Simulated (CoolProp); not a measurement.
Model: reference Helmholtz-energy equation of state, Lemmon 2006, in CoolProp. It is a short technical equation, of lower accuracy than the large ones.

Problem. Give the vapour pressure (kPa), liquid density (kg/m³), liquid cp (kJ/(kg K)), vapour viscosity (µPa s) of saturated toluene at 334.7, 351.5, 368.3 K.

Solution. 
| T (K) | p (kPa) | liquid density (kg/m³) | liquid cp (kJ/(kg K)) | vapour viscosity (µPa s) |
|---|---|---|---|---|
| 334.7 | 19.7 | 828 | 1.82 | 7.76 |
| 351.5 | 36.7 | 811 | 1.88 | 8.12 |
| 368.3 | 63.9 | 795 | 1.95 | 8.47 |

Viscosity comes from a separate model (Avgeri 2015).
